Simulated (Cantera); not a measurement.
Charge: 1 mol Si, 0.44 mol CO2, 410 mol H2, 0.012 mol N2O, equilibrated at 0.0555 Torr.

These are equilibrium values from Cantera (NASA tables, ideal gas, pure condensed phases), not measurements of a reactor. Candidate condensed phases: C, C6H6, C7H8, C8H18, H2O, Si, SiC, SiO2, Si2N2O, Si3N4; 151 gas species. The numbers say what is thermodynamically allowed, not how fast it happens.

Task: Which condensed phases are stable at each of these points (T (K)): 1273, 1348, 1423, 1498, 1573, 1648, 1723, 1798, 1873, 1948, 2023, 2098, 2173, 2248?

Result: 
```csv
T (K),condensed phases,Si condensed (%)
1273,SiC(s),27.4
1348,SiC(s),27.4
1423,SiC(s),27.3
1498,SiC(s),26.4
1573,SiC(s),22.2
1648,SiC(s),8.2
1723,gas only,0.0
1798,gas only,0.0
1873,gas only,0.0
1948,gas only,0.0
2023,gas only,0.0
2098,gas only,0.0
2173,gas only,0.0
2248,gas only,0.0
```

From 1273 K to 1648 K the condensed part is SiC(s). From 1723 K to 2248 K nothing is condensed.
